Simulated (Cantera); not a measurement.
An isothermal, constant-pressure homogeneous reactor starts with NH3 : H2 = 1 : 67 (molar parts), at 1600 K and 97.5 Torr.

Detailed kinetics in Cantera: the gas-phase N/H chemistry of the illustrative SiF4/NH3 mechanism in the Surface Chemkin manual (1991). Walls and surfaces, which speed up NH3 decomposition in real reactors, are not modelled.

### Question
Predict: x(NH3) at 100 s; x(H2) at 100 s; x(N) at 100 s; x(NH) at 100 s; x(NH2) at 100 s; x(N2) at 100 s.

### Answer
| Property | Value |
|---|---|
| x(NH3) at 100 s | 0.0109 (gas-phase equilibrium 5.05e-7) |
| x(H2) at 100 s | 0.987 (gas-phase equilibrium 0.993) |
| x(N) at 100 s | 2.73e-9 (gas-phase equilibrium <1e-12) |
| x(NH) at 100 s | 3.87e-8 (gas-phase equilibrium 2.07e-12) |
| x(NH2) at 100 s | 3.67e-6 (gas-phase equilibrium 1.83e-10) |
| x(N2) at 100 s | 0.00188 (gas-phase equilibrium 0.00725) |
